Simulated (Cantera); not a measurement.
What does this Cantera script print?

```python
import numpy as np
import cantera as ct

gas_names = """
    B BN BO BO2 B2 B2O B2O2 B2O3 N NO NO2 NO3 N2 N2O O O2 O3
""".split()
cond_names = """
    B(b) B(L) BN(s) B2O3(L)
""".split()


# ... load() reads the species with a 1 bar reference pressure and builds the phases ...
atoms = {
    'BN': {'B': 1, 'N': 1},
    'O2': {'O': 2},
}
top_T = {'BN(s)': 3200}  # K; cautious upper limits of use, not melting points


# ... equilibrate(T, P, feed) seeds the gas with the atoms and calls Mixture.equilibrate('TP', solver="vcs", rtol=1e-11, max_steps=5000) ...
results = []
feed = {'BN': 1, 'O2': 17}  # mol
T = 1375  # K
for P in [1, 3.6, 13, 46, 170, 600, 2200, 7700, 28000, 100000]:
    mix = equilibrate(T, P, feed)
    results.append((T, P, feed, dict(zip(mix.species_names, mix.species_moles))))

top = {s: max(r[3][s] / sum(r[3][g] for g in gas_names) for r in results) for s in gas_names}
cols = sorted((s for s in top if top[s] > 1e-05), key=lambda s: -top[s])[:9]
seen = [c for c in cond_names if any(r[3].get(c, 0) > 1e-12 for r in results)]
print("log10 of partial pressures in bar; condensed amounts in mol")
print(f"{'P/Pa':>10s}" + "".join(f"{s[:9]:>10s}" for s in cols + seen))
for T, P, feed, n in results:
    ng = sum(n[g] for g in gas_names)
    print(f"{P:10.4g}" + "".join(f"{np.log10(max(n[s] / ng * P / 1e5, 1e-99)):10.3f}" for s in cols)
          + "".join(f"{n.get(c, 0):10.4g}" for c in seen))
```

Result:

```
log10 of partial pressures in bar; condensed amounts in mol
      P/Pa        O2        N2      B2O3       BO2        NO         O   B2O3(L)
         1    -5.027    -6.540    -6.558    -7.594    -8.595    -8.709         0
       3.6    -4.470    -5.984    -5.996    -7.174    -8.038    -8.431         0
        13    -3.904    -5.418    -5.881    -6.975    -7.472    -8.148    0.3218
        46    -3.352    -4.866    -5.881    -6.837    -6.920    -7.872    0.4493
       170    -2.783    -4.297    -5.881    -6.695    -6.351    -7.588     0.486
       600    -2.235    -3.749    -5.881    -6.558    -5.803    -7.314    0.4959
      2200    -1.671    -3.185    -5.881    -6.417    -5.239    -7.032    0.4989
      7700    -1.127    -2.640    -5.881    -6.281    -4.695    -6.760    0.4997
   2.8e+04    -0.566    -2.080    -5.881    -6.141    -4.134    -6.479    0.4999
     1e+05    -0.013    -1.527    -5.881    -6.002    -3.581    -6.203       0.5
```

These are equilibrium values from Cantera (NASA tables, ideal gas, pure condensed phases), not measurements of a reactor.
